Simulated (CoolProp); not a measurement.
Vapour pressure (MPa) of C2F6 (R116): the reference equation beside estimates from Tc = 19.9 °C, pc = 3.048 MPa, ω = 0.257.

Model: reference Helmholtz-energy equation of state, Lemmon 2006, in CoolProp. It is a short technical equation, of lower accuracy than the large ones.

```
T (°C)  reference  Lee-Kesler  Peng-Robinson
------  ---------  ----------  -------------
-78.45    0.09939     0.09883        0.09925
-65.05     0.1943      0.1945         0.1934
-51.75     0.3452      0.3468         0.3436
-38.45     0.5711      0.5742         0.5697
-25.15     0.8923      0.8963         0.8929
-11.85      1.331       1.336          1.337
1.45        1.916       1.920          1.929
14.85       2.691       2.697          2.704
```

Absolute difference from the reference over all 8 rows, mean and median: Lee-Kesler 0.4 and 0.4 %, Peng-Robinson 0.4 and 0.5 %.
